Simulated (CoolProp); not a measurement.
Properties of decamethyltetrasiloxane (MD2M) at several states (Tc = 599.4 K, pc = 1144 kPa, ω = 0.635).

The numbers come from the reference Helmholtz-energy equation of state, Thol 2017 in CoolProp.

```tsv
T (K)	p (kPa)	phase	Z	speed of sound (m/s)	isothermal compressibility (1/MPa)	expansivity (1/kK)
528.5	20.9	gas	0.9907	118.7	48.30	1.955
250.5	2070	liquid	0.3436	1112	0.001116	1.121
457.8	1170	liquid	0.1394	481.2	0.007247	1.712
516.1	113	gas	0.9429	111.7	9.417	2.378
306.4	2290	liquid	0.3310	919.3	0.001680	1.154
```
